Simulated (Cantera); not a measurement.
A closed system holds: 1 mol CCl₄, held at 3425 K.

These are equilibrium values from Cantera (NASA tables, ideal gas, pure condensed phases), not measurements of a reactor. Candidate condensed phases: C; 14 gas species. The tables' values for CCl are old estimates; treat these amounts as uncertain. Rates play no part.

log p: log10 of the partial pressure in bar; n: condensed amount in mol.

```csv
P (Pa),log p Cl,log p C,log p C₃,log p C₂,n C(graphite)
1,-5.10,-5.70,-10.61,-8.63,0
5.20,-4.38,-4.99,-8.48,-7.21,0
27,?,?,?,?,0
140,-2.93,-3.72,-4.69,-4.68,0
720,-2.20,-3.34,-3.54,-3.91,0
3700,-1.48,-3.05,-2.67,-3.34,0
19000,?,-2.80,?,?,0
100000,-0.01,-2.76,-1.79,-2.75,0.755
```

### Question
Some entries are withheld; supply them.

### Answer

- 27, log p Cl: -3.66
- 27, log p C: -4.30
- 27, log p C₃: -6.41
- 27, log p C₂: -5.83
- 19000, log p Cl: -0.76
- 19000, log p C₃: -1.92
- 19000, log p C₂: -2.84
